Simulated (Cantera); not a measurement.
A closed system holds: 1 mol (CH₃)₂SiCl₂, 3.7 mol H₂, at 2300 K.

These are equilibrium values from Cantera (NASA tables, ideal gas, pure condensed phases), not measurements of a reactor. Candidate condensed phases: C, C₆H₆, C₇H₈, C₈H₁₈, Si, SiC; 109 gas species. The feed counts by its element totals alone. The tables' values for SiCl, SiCl₃ are old estimates; treat these amounts as uncertain. Gases not in the tables: Si₂H₆ and higher silanes. Rates play no part.

x: gas mole fraction; n: condensed amount in mol.

```
P (Pa)   x H₂       x HCl         x H        x Si        x Cl     x SiCl₂      x SiC₂  n C(graphite)    n SiC(s)
------  -----  ----------  ----------  ----------  ----------  ----------  ----------  -------------  ----------
100     0.497       0.143       0.216      0.0739      0.0446     0.00569      0.0102           1.72           0
220     0.563       0.157       0.155      0.0608      0.0311      0.0110     0.00840           1.65       0.106
460     0.629  (withheld)  (withheld)  (withheld)  (withheld)  (withheld)  (withheld)     (withheld)  (withheld)
1000    0.673       0.195      0.0794      0.0134      0.0166      0.0142     0.00185           1.20       0.713
2200    0.701       0.205      0.0546     0.00608      0.0115      0.0151    0.000840           1.14       0.797
4600    0.718       0.212      0.0382     0.00291     0.00811      0.0157    0.000402           1.11       0.833
10000   0.730       0.216      0.0261     0.00134     0.00557      0.0161    0.000185           1.10       0.851
22000   0.738       0.219      0.0177    0.000608     0.00379      0.0164     8.40e-5           1.09       0.859
46000   0.743       0.221  (withheld)  (withheld)  (withheld)      0.0165  (withheld)           1.09       0.863
100000  0.747       0.222     0.00836    0.000134     0.00179      0.0166     1.85e-5           1.08       0.864
```

Some entries are withheld; supply them.


- 46000, x H: 0.0123
- 46000, x Si: 0.000291
- 46000, x Cl: 0.00263
- 46000, x SiC₂: 4.02e-5
- 460, x HCl: 0.179
- 460, x H: 0.113
- 460, x Si: 0.0291
- 460, x Cl: 0.0232
- 460, x SiCl₂: 0.0129
- 460, x SiC₂: 0.00402
- 460, n C(graphite): 1.34
- 460, n SiC(s): 0.524
